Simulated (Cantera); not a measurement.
Standard-state values (1 bar) from the NASA 1993 polynomials, evaluated with Cantera. Values are per mole of reaction as written; species without (g) are pure solids or liquids, kept so even where they would boil at 1 bar. TaC: taken at fixed stoichiometry.

Between 300 and 2675 K, where is each reaction favourable under standard conditions?
- 7 N(g) + 4 CO(g) + 2 Ta₂O₅ ⇌ 7 NO₂(g) + 4 TaC


- 7 N(g) + 4 CO(g) + 2 Ta₂O₅ ⇌ 7 NO₂(g) + 4 TaC: ΔG° is 978 kJ at 300 K and 2062 kJ at 2675 K; it stays positive (K < 1). ΔH° is 458 kJ and ΔS° -600 J/K at 2675 K.
